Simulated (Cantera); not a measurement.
A perfectly stirred reactor is fed with CH4 : CO : O2 : N2 : H2O = 1 : 0.53 : 2.27 : 8.52 : 0.63 (molar parts), equivalence ratio 1.00, at 1.01 bar; it is adiabatic with a 375 K inlet, and is followed from long to short residence time, starting on the burning branch (τ in s: 0.083, 0.044, 0.023, 0.013, 0.0067, 0.0035, 0.0019, 0.001, 0.00054, 0.00029, 0.00015, 8.1e-05).

Computed with Cantera and GRI-Mech 3.0 (53 species, 325 reactions).

Task: Predict: blow-out, bracketed by the residence times tried; x(CH4) at τ = 83.0 ms; x(CO) at τ = 83.0 ms; x(O2) at τ = 83.0 ms; x(H) at τ = 83.0 ms; x(CH4) at τ = 1.90 ms; x(CO) at τ = 1.90 ms; x(O2) at τ = 1.90 ms; x(H) at τ = 1.90 ms.

Result: 
* **blow-out, bracketed by the residence times tried**: burning at 81.0 µs, the shortest tried
* **x(CH4) at τ = 83.0 ms**: 4.02e-6
* **x(CO) at τ = 83.0 ms**: 0.0119
* **x(O2) at τ = 83.0 ms**: 0.00715
* **x(H) at τ = 83.0 ms**: 0.000556
* **x(CH4) at τ = 1.90 ms**: 6.24e-5
* **x(CO) at τ = 1.90 ms**: 0.0251
* **x(O2) at τ = 1.90 ms**: 0.0163
* **x(H) at τ = 1.90 ms**: 0.00356
